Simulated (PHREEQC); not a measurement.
A solution holds 0.61 mol NaBr, 0.12 mol Na2B4O7 and 0.92 mol KBr per kg of water, at 27 °C and 10 atm. Closed to the air; pH follows from the charge balance.

Model: Pitzer model, pitzer.dat, run in PHREEQC.

Q: The ionic strength comes out as 1.83 mol/kgw. What activity coefficients do Na+, OH-, B3O3(OH)4-, B4O5(OH)4-2, Br- get?

A: Na+ 0.67, OH- 0.55, B3O3(OH)4- 0.19, B4O5(OH)4-2 0.012, Br- 0.60. Single-ion values are on the MacInnes scale.

This is a speciation only: nothing precipitates in the calculation. In brines, pH and single-ion activities rest on the MacInnes convention.
